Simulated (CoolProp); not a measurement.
Vapour-liquid equilibrium of R1234ze(E) (1) + R227EA (2) at 0.717 bar; x and y are mole fractions of (1).

Computed with CoolProp (multi-fluid Helmholtz-energy mixture model, Thol 2016 and Lemmon 2016; pair parameters Bell 2023).

```json
[
 {"x": "0.05", "bubble temperature (°C)": "-24.3", "y at the bubble point": "0.059", "dew temperature at overall composition x (°C)": "-24.2", "liquid density (mol/L)": "[?]"},
 {"x": "0.125", "bubble temperature (°C)": "-24.6", "y at the bubble point": "0.145", "dew temperature at overall composition x (°C)": "-24.5", "liquid density (mol/L)": "[?]"},
 {"x": "0.2", "bubble temperature (°C)": "-24.9", "y at the bubble point": "0.228", "dew temperature at overall composition x (°C)": "-24.8", "liquid density (mol/L)": "9.623"},
 {"x": "0.275", "bubble temperature (°C)": "-25.2", "y at the bubble point": "0.307", "dew temperature at overall composition x (°C)": "-25.0", "liquid density (mol/L)": "9.775"},
 {"x": "0.35", "bubble temperature (°C)": "[?]", "y at the bubble point": "0.384", "dew temperature at overall composition x (°C)": "-25.3", "liquid density (mol/L)": "9.931"},
 {"x": "0.425", "bubble temperature (°C)": "-25.6", "y at the bubble point": "[?]", "dew temperature at overall composition x (°C)": "-25.5", "liquid density (mol/L)": "10.09"},
 {"x": "0.5", "bubble temperature (°C)": "-25.9", "y at the bubble point": "0.531", "dew temperature at overall composition x (°C)": "-25.8", "liquid density (mol/L)": "10.26"},
 {"x": "0.575", "bubble temperature (°C)": "-26.0", "y at the bubble point": "[?]", "dew temperature at overall composition x (°C)": "-26.0", "liquid density (mol/L)": "10.43"},
 {"x": "0.65", "bubble temperature (°C)": "-26.2", "y at the bubble point": "0.672", "dew temperature at overall composition x (°C)": "-26.2", "liquid density (mol/L)": "10.61"},
 {"x": "0.725", "bubble temperature (°C)": "-26.3", "y at the bubble point": "0.741", "dew temperature at overall composition x (°C)": "-26.3", "liquid density (mol/L)": "10.79"},
 {"x": "0.8", "bubble temperature (°C)": "-26.5", "y at the bubble point": "0.810", "dew temperature at overall composition x (°C)": "-26.4", "liquid density (mol/L)": "10.98"},
 {"x": "0.875", "bubble temperature (°C)": "-26.5", "y at the bubble point": "0.880", "dew temperature at overall composition x (°C)": "-26.5", "liquid density (mol/L)": "11.18"},
 {"x": "0.95", "bubble temperature (°C)": "-26.6", "y at the bubble point": "0.951", "dew temperature at overall composition x (°C)": "-26.6", "liquid density (mol/L)": "11.38"}
]
```

**Question.** Complete the blanks.

**Answer.** 
- 0.05, liquid density (mol/L): 9.331
- 0.125, liquid density (mol/L): 9.475
- 0.35, bubble temperature (°C): -25.4
- 0.425, y at the bubble point: 0.458
- 0.575, y at the bubble point: 0.602

No azeotrope shows between x = 0.05 and 0.95.

The pair parameters rest on a limited set of measurements; away from them the model extrapolates.
